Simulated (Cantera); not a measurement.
# Equilibrium for fluorocarbon and chlorocarbon gases: CH3Cl + F2 + H2

Charge: 1 mol CH3Cl, a varied amount of F2, 3.1 mol H2, equilibrated at 3150 K and 1.40 mbar.

Cantera equilibrium calculation (NASA polynomials, part measured and part estimated; ideal gas, pure solids and liquids). Candidate condensed phases: C, C6H6, C7H8, C8H18; 118 gas species. Equilibrium is a limit: real reactors are often held back by kinetics, nucleation or transport.

```csv
n(F2) (mol),x H,x Cl,x HF,x F,x C,x H2,x C3
0.039,0.826,0.0916,0.00513,0.00214,0.0344,0.0159,0.0149
0.058,0.822,0.0915,0.00761,0.00318,0.0344,0.0158,0.0148
0.086,0.818,0.0913,0.0112,0.00473,0.0343,0.0156,0.0148
0.13,0.810,0.0911,0.0169,0.00717,0.0343,0.0153,0.0147
0.19,0.800,0.0908,0.0245,0.0105,0.0342,0.0149,0.0146
0.29,0.783,0.0902,0.0369,0.0162,0.0341,0.0143,0.0144
0.43,0.760,0.0895,0.0538,0.0243,0.0339,0.0135,0.0142
0.64,0.727,0.0883,0.0777,0.0367,0.0336,0.0123,0.0138
```
x: gas mole fraction; nothing condenses.

From 0.039 mol F2 to 0.64 mol F2 nothing is condensed. The main C-bearing gas is C3 throughout.
